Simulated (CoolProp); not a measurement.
Vapour-liquid equilibrium of cyclohexane (1) + n-octane (2) at 321 K; x and y are mole fractions of (1).

Model: multi-fluid Helmholtz-energy mixture model, Zhou 2014 and Beckmüller 2019; pair parameters Bell 2016, in CoolProp.

Question: Give the bubble pressure and the first vapour's composition at x = 0.275, 0.35, 0.8. Is there an azeotrope?

Answer: x = 0.275: 0.01377 MPa, y = 0.677; x = 0.35: 0.01585 MPa, y = 0.748; x = 0.8: 0.02805 MPa, y = 0.954. No azeotrope shows between x = 0.05 and 0.95.

The pair parameters rest on a limited set of measurements; away from them the model extrapolates.
